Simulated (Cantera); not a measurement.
## Equilibrium for sublimation and decomposition of ceramics: TiC + C + H2

Charge: 1 mol TiC, 0.082 mol C, 1 mol H2, at 1.00 bar.

Cantera equilibrium calculation (NASA polynomials, part measured and part estimated; ideal gas, pure solids and liquids). Candidate condensed phases: C, C6H6, C7H8, C8H18, Ti, TiC; 77 gas species. TiC: taken at fixed stoichiometry. The numbers say what is thermodynamically allowed, not how fast it happens.

| T (K) | log p H2 | log p H | log p C2H2 (acetylene) | log p C4H2 | log p C2H | n C(graphite) | n TiC(s) |
|---|---|---|---|---|---|---|---|
| 2200 | 0.00 | -2.25 | -2.60 | -5.58 | -6.30 | 0.0766 | 1.00 |
| 2250 | 0.00 | -2.13 | -2.48 | -5.34 | -6.01 | 0.0751 | 1.00 |
| 2300 | -0.01 | -2.02 | -2.37 | -5.12 | -5.73 | 0.0731 | 1.00 |
| 2350 | -0.01 | -1.91 | -2.27 | -4.91 | -5.46 | 0.0708 | 1.00 |
| 2400 | -0.01 | -1.80 | -2.17 | -4.71 | -5.20 | 0.0679 | 1.00 |
| 2450 | -0.01 | -1.70 | -2.07 | -4.52 | -4.95 | 0.0645 | 1.000 |
| 2500 | -0.02 | -1.61 | -1.98 | -4.33 | -4.72 | 0.0604 | 1.000 |
| 2550 | -0.02 | -1.52 | -1.90 | -4.16 | -4.49 | 0.0556 | 1.000 |
| 2600 | -0.02 | -1.43 | -1.81 | -3.99 | -4.27 | 0.0499 | 1.000 |
| 2650 | -0.03 | -1.34 | -1.74 | -3.83 | -4.06 | 0.0433 | 1.000 |
| 2700 | -0.03 | -1.26 | -1.66 | -3.67 | -3.86 | 0.0357 | 1.000 |
| 2750 | -0.04 | -1.19 | -1.59 | -3.52 | -3.67 | 0.0271 | 1.000 |
| 2800 | -0.05 | -1.11 | -1.53 | -3.38 | -3.49 | 0.0172 | 1.000 |
| 2850 | -0.06 | -1.04 | -1.46 | -3.25 | -3.31 | 0.00601 | 1.000 |
log p: log10 of the partial pressure in bar; n: condensed amount in mol.

From 2200 K to 2850 K the condensed part is C(graphite) + TiC(s). The main Ti-bearing gas is Ti throughout.
